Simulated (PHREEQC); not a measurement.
A solution holds 0.00078 mol CaSO4, 0.00061 mol Na2SO4 and 5.3e-05 mol KCl per kg of water, at 5 °C. Closed to the air; pH follows from the charge balance.

Computed with PHREEQC (ion-association model, phreeqc.dat).

| quantity | before | after |
|---|---|---|
| pH | 7.37 | 3.16 |
| ionic strength (mol/kgw) | 0.00468 | 0.00409 |
| SO4-2 (mol/kgw) | 0.00130 | 0.00133 |

### Question
Name the change that produced these shifts.
(A) CaSO4 replaced by NH4HSO4 at the same molality
(B) Na2SO4 left out
(C) temperature from 5 to 60 °C
(D) 3.2e-05 mol/kgw Na2CO3 added
(E) temperature from 5 to 20 °C

### Answer
A, CaSO4 replaced by NH4HSO4 at the same molality

This is a speciation only: nothing precipitates in the calculation. At this temperature some constants are extrapolated from 25 °C, and those without enthalpy data are left unchanged.
